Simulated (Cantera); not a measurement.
Input: 1 mol HF, 0.2 mol O2, at 3498.15 K and 0.950 bar.

Cantera equilibrium calculation (NASA polynomials, part measured and part estimated; ideal gas, pure solids and liquids). Candidate condensed phases: H2O; 22 gas species. Equilibrium is a limit: real reactors are often held back by kinetics, nucleation or transport.

Base state: HF 0.649, O 0.130, F 0.0819, O2 0.0666, H 0.0388, OH 0.0238, H2O 0.00551, H2 0.00414 (mole fractions); condensed: gas only.

What changes in the equilibrium state with this change: temperature from 3498.15 K to 3273 K?


| species | before | after |
|---|---|---|
| HF | 0.649 | 0.719 |
| O2 | 0.0666 | 0.0984 |
| O | 0.130 | 0.0860 |
| H | 0.0388 | 0.0163 |
| F | 0.0819 | 0.0526 |
| OH | 0.0238 | 0.0193 |
| H2 | 0.00414 | 0.00217 |
| FO | 1.89e-5 | 1.40e-5 |
| H2O | 0.00551 | 0.00637 |

What changes in the equilibrium state with this change: temperature from 3498.15 K to 1625 K?


| species | before | after |
|---|---|---|
| HF | 0.649 | 0.833 |
| O2 | 0.0666 | 0.167 |
| F | 0.0819 | 0.000111 |
| O | 0.130 | 8.15e-6 |
| H | 0.0388 | 2.49e-9 |
| OH | 0.0238 | 4.70e-6 |
| H2 | 0.00414 | 1.18e-9 |
| FO | 1.89e-5 | 1.53e-8 |
| H2O | 0.00551 | 5.30e-5 |

What changes in the equilibrium state with this change: HF replaced by CS2?


```json
[
 {"species": "S", "before": "0", "after": "0.357"},
 {"species": "CS", "before": "0", "after": "0.277"},
 {"species": "CO", "before": "0", "after": "0.195"},
 {"species": "HF", "before": "0.649", "after": "0"},
 {"species": "S2", "before": "0", "after": "0.155"},
 {"species": "F", "before": "0.0819", "after": "0"},
 {"species": "O2", "before": "0.0666", "after": "<1e-9"},
 {"species": "H", "before": "0.0388", "after": "0"},
 {"species": "OH", "before": "0.0238", "after": "0"},
 {"species": "CS2", "before": "0", "after": "0.0157"},
 {"species": "O", "before": "0.130", "after": "2.35e-6"},
 {"species": "H2O", "before": "0.00551", "after": "0"},
 {"species": "H2", "before": "0.00414", "after": "0"},
 {"species": "COS", "before": "0", "after": "0.000197"}
]
```
Further candidate phases: C, S.
